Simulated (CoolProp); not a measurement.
Vapour-liquid equilibrium of CH2F2 (R32) (1) + R142b (2) at 109 kPa; x and y are mole fractions of (1).

Computed with CoolProp (multi-fluid Helmholtz-energy mixture model, Tillner-Roth 1997 and Lemmon 2006; pair parameters Bell 2016).

| x | bubble temperature (K) | y at the bubble point | dew temperature at overall composition x (K) | liquid density (mol/L) |
|---|---|---|---|---|
| 0.05 | 259.1 | 0.270 | 264.7 | 12.25 |
| 0.125 | 251.0 | 0.523 | 262.9 | 12.89 |
| 0.2 | 244.8 | 0.671 | 261.0 | 13.52 |
| 0.275 | 240.1 | 0.760 | 259.0 | 14.17 |
| 0.35 | 236.4 | 0.818 | 256.8 | 14.83 |
| 0.425 | 233.7 | 0.858 | 254.4 | 15.53 |
| 0.5 | 231.5 | 0.886 | 251.9 | 16.27 |
| 0.575 | 229.7 | 0.907 | 249.0 | 17.06 |
| 0.65 | 228.2 | 0.925 | 245.8 | 17.92 |
| 0.725 | 227.0 | 0.940 | 242.0 | 18.85 |
| 0.8 | 225.8 | 0.955 | 237.7 | 19.88 |
| 0.875 | 224.8 | 0.970 | 232.3 | 21.02 |
| 0.95 | 223.7 | 0.987 | 226.2 | 22.30 |

No azeotrope shows between x = 0.05 and 0.95.

The pair parameters rest on a limited set of measurements; away from them the model extrapolates.
